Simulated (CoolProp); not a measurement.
n-perfluorobutane at several states: Z from the reference equation and from simpler models built on Tc = 113.2 °C, pc = 2.322 MPa, ω = 0.372; each cubic takes its own stable root.

Computed with CoolProp (reference Helmholtz-energy equation of state, Gao 2022).

```tsv
T (°C)	p (MPa)	phase	reference
136.25	0.0111	gas	0.9987
-63.85	0.0713	liquid	0.005391
-70.25	0.191	liquid	0.01471
```

How far does each simpler model (Redlich-Kwong, Soave-Redlich-Kwong, Peng-Robinson) lie from the reference over these 3 states: mean and median of the absolute difference, and the worst?


- Redlich-Kwong: mean 7.3 %, median 10.9 %, worst +11.1 % at -70.25 °C and 0.191 MPa
- Soave-Redlich-Kwong: mean 4.6 %, median 6.7 %, worst +7.1 % at -70.25 °C and 0.191 MPa
- Peng-Robinson: mean 3.3 %, median 4.8 %, worst -5.2 % at -63.85 °C and 0.0713 MPa
